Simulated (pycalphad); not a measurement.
Computed with pycalphad from the COST 507 light-alloy database (1999), at 1 atm. No gas phase is included, though pure Si would boil below 3027 °C. These are 1990s assessments: newer ones move some temperatures and phases. Kinetics are ignored, which matters at the lower temperatures.

Si-44.1C (at.%): equilibrium cooling sequence

```csv
T (°C),phases above,phases below
2823.4,GRAPHITE + LIQUID,CSI + LIQUID
1413.8,CSI + LIQUID,CSI + DIAMOND_A4
```

Changes were sought between steps of 100 K, so a narrower field can be missed. At the top of the range, 3027 °C, the alloy is not yet fully liquid: it holds LIQUID + GRAPHITE.

Database names, with the compositions (at.%) that they take in these runs: CSI: Si 50 C 50. DIAMOND_A4 is diamond (Si).
